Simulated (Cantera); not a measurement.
Cantera run, input and output.

```python
import numpy as np
import cantera as ct

surf = ct.Interface("ptcombust.yaml", "Pt_surf")
gas = surf.adjacent["gas"]
gas.TPX = 625, 75000, {'H2': 0.027, 'O2': 0.016, 'N2': 0.79}
surf.TP = 625, 75000
reactor = ct.FlowReactor(gas, clone=False)
reactor.area = 0.0001  # m2
reactor.surface_area_to_volume_ratio = 560  # 1/m
reactor.mass_flow_rate = 0.33 * reactor.area * gas.density  # inlet velocity 0.33 m/s
reactor.energy_enabled = False
wall = ct.ReactorSurface(surf, reactor, clone=False)
net = ct.ReactorNet([reactor])
net.rtol, net.atol = 1e-8, 1e-16
show, cover = ['H2', 'O2', 'H2O'], ['PT(S)', 'H(S)', 'O(S)', 'OH(S)', 'CO(S)', 'C(S)']

rows = []
print(f"{'z/m':>9s}{'u/(m/s)':>9s}" + "".join(f"{s:>13s}" for s in show + cover))
for z in [3.2e-05, 5.3e-05, 8.8e-05, 0.00015, 0.00024, 0.00041, 0.00068, 0.0011, 0.0019, 0.0032]:
    net.advance(z)
    rows.append([reactor.speed, *gas[show].X, *surf[cover].coverages])
    print(f"{z:9.4g}{rows[-1][0]:9.3g}" + "".join(f"{x:13.4e}" for x in rows[-1][1:]))
```

Result:

```
      z/m  u/(m/s)           H2           O2          H2O        PT(S)         H(S)         O(S)        OH(S)        CO(S)         C(S)
  3.2e-05    0.328   1.9929e-02   1.2985e-02   1.2689e-02   9.1401e-01   8.5726e-02   1.1057e-06   3.4928e-06   1.5153e-20   5.4473e-23
  5.3e-05    0.327   1.3751e-02   9.9053e-03   1.8969e-02   9.2967e-01   6.9955e-02   1.0694e-06   3.4215e-06   1.2403e-20   1.1888e-23
  8.8e-05    0.326   6.2257e-03   6.1540e-03   2.6619e-02   9.5809e-01   4.1384e-02   1.1930e-06   3.9415e-06   1.3247e-20   1.7339e-23
  0.00015    0.325   7.8284e-04   3.4409e-03   3.2151e-02   3.8246e-01   8.4917e-08   5.9160e-01   2.5696e-02  -1.7968e-25  -5.7630e-27
  0.00024    0.325   2.7146e-04   3.1860e-03   3.2671e-02   1.4331e-01   1.4947e-08   8.3781e-01   1.8787e-02   2.6903e-26  -1.4794e-29
  0.00041    0.325   1.1850e-04   3.1097e-03   3.2826e-02   6.4623e-02   4.1715e-09   9.2208e-01   1.3253e-02  -7.1092e-26  -2.2817e-29
  0.00068    0.325   6.1450e-05   3.0813e-03   3.2884e-02   3.5169e-02   1.6170e-09   9.5485e-01   9.9544e-03   1.0842e-26  -1.1500e-30
   0.0011    0.325   3.3901e-05   3.0675e-03   3.2912e-02   2.1854e-02   7.7618e-10   9.7022e-01   7.9119e-03   7.5925e-26   2.6129e-32
   0.0019    0.325   1.6420e-05   3.0588e-03   3.2930e-02   1.4571e-02   4.1579e-10   9.7893e-01   6.4904e-03   7.9790e-26  -7.9600e-31
   0.0032    0.325   6.9900e-06   3.0541e-03   3.2940e-02   1.1364e-02   2.8327e-10   9.8288e-01   5.7440e-03   9.8692e-26  -1.8997e-31
```

Cantera simulation using Deutschmann's 1995 Pt surface mechanism with GRI-Mech 3.0 gas chemistry; the numbers are that mechanism's predictions, not measurements. Catalytic surfaces can have several steady states; this one follows from the mechanism file's or the stated starting coverage. Mass transfer to the wall is taken as infinitely fast.
